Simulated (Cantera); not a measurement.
Equilibrium for silicon epitaxy and polysilicon growth: SiH₂Cl₂ + HCl + N₂

Input: 1 mol SiH₂Cl₂, 0.084 mol HCl, 90 mol N₂, equilibrated at 1373 K and 13000 Pa.

Cantera equilibrium calculation (NASA polynomials, part measured and part estimated; ideal gas, pure solids and liquids). Candidate condensed phases: NH₄Cl, Si, Si₃N₄; 28 gas species. N₂ is the only nitrogen source here; it is nearly inert below about 1500 K, so the nitride shown seldom forms there in practice. The tables' values for SiCl₃ are old estimates; treat these amounts as uncertain. Rates play no part.

```
Property                              Value
--------------------------------  ---------
x(N₂)                                 0.978
x(HCl)                               0.0178
x(H₂)                               0.00247
x(SiCl₄)                           0.000893
x(SiCl₂)                           0.000310
x(SiCl₃)                           0.000245
x(SiHCl₃)                           7.83e-6
x(Cl)                               2.75e-6
n(Si₃N₄(s))                       0.289 mol
gas amount                        91.41 mol
log10 activity of Si(s) (absent)      -3.08
```
